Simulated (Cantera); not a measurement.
Input (Python, Cantera) and output of one run.

```python
import numpy as np
import cantera as ct

gas_names = """
    AL ALC ALH ALN AL2 C CH CH2 CH3 CH4 CN C2 C2H C2H2,acetylene C2H2,vinylidene C2H3,vinyl CH3CN C2H4
    C2H5 C2H6 CCN CNC C2N2 C3 C3H3,propargyl C3H4,allene C3H4,propyne C3H4,cyclo- C3H5,allyl
    C3H6,propylene C3H6,cyclo- C3H7,n-propyl C3H7,i-propyl C3H8 C4 C4H2 C4H4,1,3-cyclo- C4H6,butadiene
    C4H6,2-butyne C4H6,cyclo- C4H8,1-butene C4H8,cis2-buten C4H8,tr2-butene C4H8,isobutene C4H8,cyclo-
    C4H9,n-butyl C4H9,i-butyl C4H9,s-butyl C4H9,t-butyl C4H10,isobutane C4H10,n-butane C4N2 C5
    C5H6,1,3cyclo- C5H8,cyclo- C5H10,1-pentene C5H10,cyclo- C5H11,pentyl C5H11,t-pentyl C5H12,n-pentane
    C5H12,i-pentane CH3C(CH3)2CH3 C6H2 C6H5,phenyl C6H6 C6H10,cyclo- C6H12,1-hexene C6H12,cyclo-
    C6H13,n-hexyl C7H7,benzyl C7H8 C7H14,1-heptene C7H15,n-heptyl C7H16,n-heptane C8H8,styrene
    C8H10,ethylbenz C8H16,1-octene C8H17,n-octyl C8H18,isooctane C8H18,n-octane C9H19,n-nonyl
    C10H8,naphthale C10H21,n-decyl C12H9,o-bipheny C12H10,bipheny H HCN HCCN HNC H2 N NH NH2 NH3 N2 N2H2
    N2H4
""".split()
cond_names = """
    AL(cr) AL(L) ALN(s) C(gr) C6H6(L) C7H8(L) C8H18(L),n-octa
""".split()


def load(file, names, dense=False):
    # The tables refer to 1 bar. Condensed volumes are neglected.
    table = {s.name: s for s in ct.Species.list_from_file(file)}
    out = []
    for n in names:
        d = dict(table[n].input_data)
        d["thermo"] = dict(d["thermo"], **{"reference-pressure": 1e5})
        if dense:
            d["equation-of-state"] = {"model": "constant-volume", "density": "1e6 g/cm^3"}
        out.append(ct.Species.from_dict(d))
    return out


gas = ct.Solution(thermo="ideal-gas", species=load("nasa_gas.yaml", gas_names))
cond = {s.name: ct.Solution(thermo="fixed-stoichiometry", species=[s], name=s.name)
        for s in load("nasa_condensed.yaml", cond_names, dense=True)}
atoms = {
    'Al(CH3)3': {'AL': 1, 'C': 3, 'H': 9},
    'N2': {'N': 2},
}
top_T = {'ALN(s)': 2750, 'C(gr)': 4500}  # K; cautious upper limits of use, not melting points


def equilibrate(T, P, feed):
    n = {}
    for name, mol in feed.items():
        for a, k in atoms[name].items():
            n[a] = n.get(a, 0.0) + k * mol
    gas.TPX = T, P, n
    mass = sum(n.values()) * gas.mean_molecular_weight
    gas.equilibrate("TP")
    valid = [c for c in cond.values() if c.min_temp <= T <= top_T.get(c.name, c.max_temp)]
    mix = ct.Mixture([(gas, mass / gas.mean_molecular_weight)] + [(c, 0.0) for c in valid])
    mix.T, mix.P = T, P
    mix.equilibrate("TP", solver="vcs", rtol=1e-11, max_steps=5000)
    return mix


results = []
feed = {'Al(CH3)3': 1, 'N2': 2.5}  # mol
T = 1523.15  # K
P = 1000  # Pa
mix = equilibrate(T, P, feed)
results.append((T, P, feed, dict(zip(mix.species_names, mix.species_moles))))
x = sorted(zip(gas.X, gas.species_names), reverse=True)
print(f"T = {T:g} K  P = {P:g} Pa  gas = {mix.phase_moles(0):.4g} mol")
print("   x: " + "  ".join(f"{s} {v:.3e}" for v, s in x if v > 1e-06))
print("   condensed (mol): " + ("  ".join(f"{mix.phase(i).name} {mix.phase_moles(i):.4g}"
      for i in range(1, mix.n_phases) if mix.phase_moles(i) > 1e-12) or "none"))
```

Output:

```
T = 1523.15 K  P = 1000 Pa  gas = 6.501 mol
   x: H2 6.918e-01  N2 3.074e-01  HCN 5.725e-04  H 1.926e-04  CH4 1.101e-05  HNC 1.041e-05  C2H2,acetylene 8.188e-06
   condensed (mol): ALN(s) 1  C(gr) 2.996
```

Equilibrium computed with Cantera from the NASA thermochemical tables; the gas is ideal and each condensed phase is pure. The feed counts by its element totals alone.
